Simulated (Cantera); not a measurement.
Cantera run, input and output.

```python
import numpy as np
import cantera as ct

gas = ct.Solution("SiF4_NH3_mec.yaml", "gas")
gas.TPX = 2350, 140000, {'NH3': 1, 'N2': 0.16}
reactor = ct.IdealGasConstPressureReactor(gas, energy="off", clone=False)
net = ct.ReactorNet([reactor])
net.rtol, net.atol = 1e-08, 1e-18
show = ['NH3', 'H2', 'N', 'NH2', 'NH']
times = np.geomspace(4e-06, 20, 14)

steps = ct.SolutionArray(gas, extra=["t"])
rows = []
print(f"{'t/s':>10s}{'T/K':>9s}{'P/Pa':>11s}" + "".join(f"{s:>11s}" for s in show))
for t in times:
    while net.time < t:
        t_next = net.step()
        steps.append(gas.state, t=t_next)
    rows.append([np.interp(t, steps.t, y) for y in (steps.T, steps.P, *steps(*show).X.T)])
    print(f"{t:10.3e}{rows[-1][0]:9.1f}{rows[-1][1]:11.4g}" + "".join(f"{x:11.3e}" for x in rows[-1][2:]))
rate = np.gradient(steps.T, steps.t)
print("integrator steps:", len(steps.t))
if steps.T.max() > steps.T[0] + 200:
    print(f"time of steepest temperature rise: {steps.t[rate.argmax()]:.4e} s")
gas.TPX = 2350, 140000, {'NH3': 1, 'N2': 0.16}
gas.equilibrate("TP")
print(f"equilibrium (TP): T = {gas.T:.1f} K  " + "  ".join(f"{s} {gas[s].X[0]:.3e}" for s in show))
```

Result:

```
       t/s      T/K       P/Pa        NH3         H2          N        NH2         NH
 4.000e-06   2350.0    1.4e+05  8.583e-01  1.379e-03  5.491e-08  2.480e-03  1.621e-05
 1.310e-05   2350.0    1.4e+05  8.488e-01  6.969e-03  3.833e-07  5.621e-03  6.082e-05
 4.292e-05   2350.0    1.4e+05  8.148e-01  3.409e-02  1.499e-06  5.819e-03  8.391e-05
 1.406e-04   2350.0    1.4e+05  7.162e-01  1.141e-01  4.034e-06  4.746e-03  1.008e-04
 4.606e-04   2350.0    1.4e+05  4.901e-01  2.969e-01  7.055e-06  3.319e-03  1.064e-04
 1.509e-03   2350.0    1.4e+05  1.795e-01  5.474e-01  8.837e-06  1.604e-03  8.328e-05
 4.942e-03   2350.0    1.4e+05  1.219e-02  6.807e-01  9.051e-06  2.554e-04  3.391e-05
 1.619e-02   2350.0    1.4e+05  1.915e-04  6.869e-01  1.085e-06  7.831e-06  2.062e-06
 5.303e-02   2350.0    1.4e+05  3.723e-05  6.870e-01  2.126e-07  1.526e-06  4.031e-07
 1.737e-01   2350.0    1.4e+05  1.108e-05  6.870e-01  6.331e-08  4.544e-07  1.200e-07
 5.690e-01   2350.0    1.4e+05  5.718e-06  6.870e-01  3.267e-08  2.345e-07  6.193e-08
 1.864e+00   2350.0    1.4e+05  5.417e-06  6.870e-01  3.095e-08  2.221e-07  5.867e-08
 6.106e+00   2350.0    1.4e+05  5.417e-06  6.870e-01  3.095e-08  2.221e-07  5.867e-08
 2.000e+01   2350.0    1.4e+05  5.417e-06  6.870e-01  3.095e-08  2.221e-07  5.867e-08
integrator steps: 1844
equilibrium (TP): T = 2350.0 K  NH3 5.417e-06  H2 6.870e-01  N 3.095e-08  NH2 2.221e-07  NH 5.867e-08
```

Computed with Cantera and the gas-phase N/H chemistry of the illustrative SiF4/NH3 mechanism in the Surface Chemkin manual (1991). Walls and surfaces, which speed up NH3 decomposition in real reactors, are not modelled.
